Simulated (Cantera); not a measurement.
**Ammonia decomposition in nitride growth gas**

An isothermal, constant-pressure homogeneous reactor starts with NH3 : N2 = 1 : 1.3 (molar parts), at 1650 K and 20.0 Torr.

Computed with Cantera and the gas-phase N/H chemistry of the illustrative SiF4/NH3 mechanism in the Surface Chemkin manual (1991). Walls and surfaces, which speed up NH3 decomposition in real reactors, are not modelled.

| t (s) | x NH3 | x H | x NH2 | x N | x N2 | x H2 |
|---|---|---|---|---|---|---|
| 3.00e-6 | 0.435 | 2.99e-9 | 4.11e-9 | <1e-12 | 0.565 | 5.62e-10 |
| 1.44e-5 | 0.435 | 8.18e-9 | 2.60e-8 | <1e-12 | 0.565 | 8.89e-9 |
| 6.95e-5 | 0.435 | 1.00e-8 | 1.54e-7 | <1e-12 | 0.565 | 7.22e-8 |
| 0.000334 | 0.435 | 1.00e-8 | 7.81e-7 | <1e-12 | 0.565 | 3.85e-7 |
| 0.00161 | 0.435 | 1.00e-8 | 3.80e-6 | <1e-12 | 0.565 | 1.90e-6 |
| 0.00775 | 0.435 | 1.08e-8 | 1.83e-5 | 4.79e-12 | 0.565 | 9.41e-6 |
| 0.0373 | 0.435 | 3.33e-8 | 8.62e-5 | 1.11e-10 | 0.565 | 7.78e-5 |
| 0.179 | 0.433 | 4.76e-7 | 0.000201 | 2.54e-9 | 0.565 | 0.00193 |
| 0.863 | 0.422 | 2.58e-6 | 0.000188 | 1.62e-8 | 0.565 | 0.0137 |
| 4.16 | 0.374 | 1.09e-5 | 0.000157 | 5.31e-8 | 0.562 | 0.0632 |
| 20.0 | 0.235 | 3.82e-5 | 0.000105 | 7.39e-8 | 0.556 | 0.209 |
x: mole fraction; the columns are a selection and need not sum to one.

Equilibrium at this temperature and pressure: NH3 2.45e-7, H 0.000377, NH2 5.00e-10, N 8.97e-12, N2 0.545, H2 0.454 (gas phase only).
